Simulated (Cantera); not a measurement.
Input: 1 mol Si3N4, 0.0036 mol C, 1 mol N2, at 2848.15 K and 0.0130 bar.

These are equilibrium values from Cantera (NASA tables, ideal gas, pure condensed phases), not measurements of a reactor. Candidate condensed phases: C, Si, SiC, Si3N4; 20 gas species. The tables' values for SiN are old estimates; treat these amounts as uncertain. The numbers say what is thermodynamically allowed, not how fast it happens.

Base state: N2 0.501, Si 0.493, Si2 0.00283, SiN 0.00253, Si2C 0.000438, Si2N 0.000250, CN 8.22e-5, Si3 5.97e-5 (mole fractions); condensed: gas only.

**Question.** What changes in the equilibrium state with this change: N2 from 1 to 7.5 mol?

**Answer.** 
```tsv
species	before	after
N2	0.501	0.760
Si	0.493	0.237
SiN	0.00253	0.00150
Si2	0.00283	0.000655
Si3	5.97e-5	6.66e-6
Si2C	0.000438	0.000116
```

**Question.** What changes in the equilibrium state with this change: temperature from 2848.15 K to 2148 K?

**Answer.** 
| species | before | after |
|---|---|---|
| N2 | 0.501 | 0.981 |
| Si | 0.493 | 0.0169 |
| Si2C | 0.000438 | 0.000827 |
| Si2 | 0.00283 | 0.000244 |
| N | 3.08e-5 | 5.73e-8 |
| SiC | 1.08e-5 | 8.72e-8 |
| CN | 8.22e-5 | 2.70e-6 |
| Si(l), mol | 0 | 2.94 |
| SiC(s), mol | 0 | 0.000997 |
Mutual solubility and eutectic melting of coexisting phases are not modelled.
